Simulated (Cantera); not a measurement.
**Ignition delay**

Mixture: H2 : O2 : N2 : H2O = 1 : 0.238 : 0.895 : 0.23 (molar parts), equivalence ratio 2.1, at 1.00 atm, adiabatic and at constant volume. Ignition delay is the time to a rise of 400 K.

Detailed kinetics in Cantera: GRI-Mech 3.0 (53 species, 325 reactions). Where the delays flatten at high temperature, the 400 K rule measures the pace of heat release, not the induction time.

```json
[
 {"T0 (K)": "1250", "delay (ms)": "0.0457"},
 {"T0 (K)": "1325", "delay (ms)": "0.0319"},
 {"T0 (K)": "1400", "delay (ms)": "0.0241"},
 {"T0 (K)": "1475", "delay (ms)": "0.0194"},
 {"T0 (K)": "1550", "delay (ms)": "0.0165"},
 {"T0 (K)": "1625", "delay (ms)": "0.0148"},
 {"T0 (K)": "1700", "delay (ms)": "0.0139"},
 {"T0 (K)": "1775", "delay (ms)": "0.0135"},
 {"T0 (K)": "1850", "delay (ms)": "0.0136"}
]
```
